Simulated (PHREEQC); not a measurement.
## Metal-bearing waste water (model solution)

A solution holds 0.0093 mol FeCl3, 1.5e-05 mol H3AsO4, 0.00048 mol HCl and 0.036 mol Na2SO4 per kg of water, at 25 °C. Closed to the air; pH follows from the charge balance.

Computed with PHREEQC (ion-association model, wateq4f.dat).

```
Item                     Result
----------------  -------------
pH                         3.02
ionic strength    0.107 mol/kgw
total alkalinity   -19.1 meq/kg
```

```csv
species,molality,activity,log γ
Na+,0.0691,0.0538,-0.109
Cl-,0.0283,0.0215,-0.120
SO4-2,0.0235,0.00856,-0.439
FeSO4+,0.00616,0.00480,-0.109
NaSO4-,0.00294,0.00231,-0.106
H+,0.00117,0.000963,-0.085
Fe(SO4)2-,0.00116,0.000898,-0.109
HSO4-,0.00104,0.000802,-0.113
FeOH+2,0.000930,0.000342,-0.435
Fe+3,0.000297,5.11e-5,-0.764
Fe2(OH)2+4,0.000177,3.14e-6,-1.751
Fe(OH)2+,0.000150,0.000117,-0.106
```

No solid was allowed to form. Examples of supersaturated solids here: Jarosite-Na, Hematite (slow to form). Others may be too. The database's scorodite may be far more soluble than the real mineral, and it has no iron arsenate complexes; the constant wasn't checked at its source.
